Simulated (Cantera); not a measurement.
Feed: 1 mol Fe3O4, 5.7 mol CH4, 7 mol N2, held at 13.3 mbar.

These are equilibrium values from Cantera (NASA tables, ideal gas, pure condensed phases), not measurements of a reactor. Candidate condensed phases: C, C6H6, C7H8, C8H18, Fe, Fe(CO)5, FeO, Fe(OH)2, Fe(OH)3, Fe2O3, Fe3O4, H2O; 140 gas species. Iron dissolves carbon and melts from about 1420 K in contact with it, which pure phases cannot show. Condensed phases not in the tables: cementite and carbon dissolved in iron. Equilibrium is a limit: real reactors are often held back by kinetics, nucleation or transport.

At 1598 K, list the 7 most abundant gas species with their mole fractions, and the condensed phases.

H2 0.508, N2 0.312, CO 0.179, HCN 0.000805, H 0.000329, Fe 7.92e-5, HNC 1.83e-5. Condensed: C(graphite) + Fe(γ).
